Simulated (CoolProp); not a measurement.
A simple Rankine cycle with R113: condensing at 332.15 K, boiler at 0.537 MPa, turbine inlet 384.2 K, turbine efficiency 0.9, pump efficiency 0.7, no recuperator. Each further row changes one setting.

Model: reference Helmholtz-energy equation of state, Marx 1992, in CoolProp.

```tsv
case	thermal efficiency (%)	net work (kJ/kg)	heat in (kJ/kg)	turbine exit temperature (K)	volume ratio over the turbine
as stated	10.0	(withheld)	172	352.3	3.73
turbine inlet 404.2 K	9.8	18.4	188	372.4	(withheld)
condensing temperature 324.15 K	11.4	(withheld)	180	346.9	4.76
boiler pressure 0.376 MPa	(withheld)	13.0	175	361.9	2.56
turbine efficiency 0.8	8.8	15.2	172	(withheld)	3.76
```

Problem. Some entries are withheld; supply them.

Solution. 
- as stated, net work (kJ/kg): 17.2
- turbine inlet 404.2 K, volume ratio over the turbine: 3.67
- condensing temperature 324.15 K, net work (kJ/kg): 20.5
- boiler pressure 0.376 MPa, thermal efficiency (%): 7.4
- turbine efficiency 0.8, turbine exit temperature (K): 355.0
